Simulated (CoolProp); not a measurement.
Vapour-liquid equilibrium of R143a (1) + propane (2) at 46.15 °C; x and y are mole fractions of (1).

Values from CoolProp's multi-fluid Helmholtz-energy mixture model, Lemmon and Jacobsen 2000 and Lemmon 2009; pair parameters Bell 2016.

Question: Give the bubble pressure and the first vapour's composition at x = 0.125, 0.575, 0.725. Is there an azeotrope?

Answer: x = 0.125: 1.927 MPa, y = 0.224; x = 0.575: 2.390 MPa, y = 0.590; x = 0.725: 2.380 MPa, y = 0.706. y crosses x between x = 0.575 and 0.65: the model has an azeotrope there.

Pair parameters are fitted to limited data, so mixtures are less certain than the pure fluids.
